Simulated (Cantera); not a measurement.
**Equilibrium for abatement and gas-phase synthesis: CS2 + O2 + N2**

A closed system holds: 1 mol CS2, 4.9 mol O2, 7.4 mol N2, equilibrated at 7.50 Torr.

These are equilibrium values from Cantera (NASA tables, ideal gas, pure condensed phases), not measurements of a reactor. Candidate condensed phases: C, S; 35 gas species. The numbers say what is thermodynamically allowed, not how fast it happens.

| T (K) | x N2 | x SO2 | x O2 | x CO2 | x CO | x O | x NO |
|---|---|---|---|---|---|---|---|
| 1450 | 0.601 | 0.162 | 0.154 | 0.0813 | 4.67e-6 | 7.88e-6 | 0.000711 |
| 1525 | 0.601 | 0.162 | 0.154 | 0.0813 | 1.47e-5 | 2.22e-5 | 0.00103 |
| 1600 | 0.601 | 0.162 | 0.154 | 0.0813 | 4.13e-5 | 5.69e-5 | 0.00145 |
| 1675 | 0.601 | 0.162 | 0.153 | 0.0812 | 0.000106 | 0.000134 | 0.00197 |
| 1750 | 0.600 | 0.162 | 0.153 | 0.0810 | 0.000250 | 0.000293 | 0.00260 |
| 1825 | 0.600 | 0.162 | 0.153 | 0.0807 | 0.000549 | 0.000600 | 0.00336 |
| 1900 | 0.599 | 0.162 | 0.152 | 0.0801 | 0.00113 | 0.00116 | 0.00426 |
| 1975 | 0.598 | 0.162 | 0.152 | 0.0789 | 0.00217 | 0.00215 | 0.00529 |
| 2050 | 0.596 | 0.161 | 0.151 | 0.0770 | 0.00394 | 0.00378 | 0.00646 |
| 2125 | 0.593 | 0.160 | 0.150 | 0.0740 | 0.00673 | 0.00641 | 0.00777 |
| 2200 | 0.590 | 0.157 | 0.150 | 0.0695 | 0.0108 | 0.0105 | 0.00922 |
x: gas mole fraction; nothing condenses.

From 1450 K to 2200 K nothing is condensed. The main C-bearing gas is CO2 throughout.
